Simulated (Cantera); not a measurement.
Cantera with NASA thermochemical tables; ideal gases at 1 bar, condensed phases pure. Values are per mole of reaction as written; species without (g) are pure solids or liquids, kept so even where they would boil at 1 bar.

1.2 Ti + O₂(g) = 0.4 Ti₃O₅

```tsv
T (K)	ΔH° (kJ)	ΔS° (J/K)	ΔG° (kJ)	log10 K	condensed phases
1100	___	___	___	___	Ti(α), Ti₃O₅(s)
1300	-973.0	-168.4	-754.0	30.30	Ti(β), Ti₃O₅(s)
1500	___	___	___	___	Ti(β), Ti₃O₅(s)
1700	-965.9	-163.7	-687.6	21.13	Ti(β), Ti₃O₅(s)
1900	___	___	___	___	Ti(β), Ti₃O₅(s)
2100	___	___	___	___	Ti(l), Ti₃O₅(l)
2300	-906.5	-135.0	-596.0	13.54	Ti(l), Ti₃O₅(l)
```

Question: Fill in the missing entries.

Answer: 
- 1100, ΔH° (kJ): -971.0
- 1100, ΔS° (J/K): -166.6
- 1100, ΔG° (kJ): -787.8
- 1100, log10 K: 37.41
- 1500, ΔH° (kJ): -969.4
- 1500, ΔS° (J/K): -165.9
- 1500, ΔG° (kJ): -720.6
- 1500, log10 K: 25.09
- 1900, ΔH° (kJ): -962.5
- 1900, ΔS° (J/K): -161.8
- 1900, ΔG° (kJ): -655.1
- 1900, log10 K: 18.01
- 2100, ΔH° (kJ): -909.0
- 2100, ΔS° (J/K): -136.1
- 2100, ΔG° (kJ): -623.1
- 2100, log10 K: 15.50
